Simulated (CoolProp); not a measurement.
Vapour-liquid equilibrium of dimethyl ether (1) + R227EA (2) at 0.4 MPa; x and y are mole fractions of (1).

Model: multi-fluid Helmholtz-energy mixture model, Wu 2011 and Lemmon 2016; pair parameters Bell 2016, in CoolProp.

Give the bubble temperature and the first vapour's composition at x = 0.35, 0.65, 0.8. Is there an azeotrope?

x = 0.35: 26.5 °C, y = 0.361; x = 0.65: 21.1 °C, y = 0.776; x = 0.8: 17.0 °C, y = 0.901. y crosses x between x = 0.2 and 0.35: the model has an azeotrope there.

The pair parameters rest on a limited set of measurements; away from them the model extrapolates.
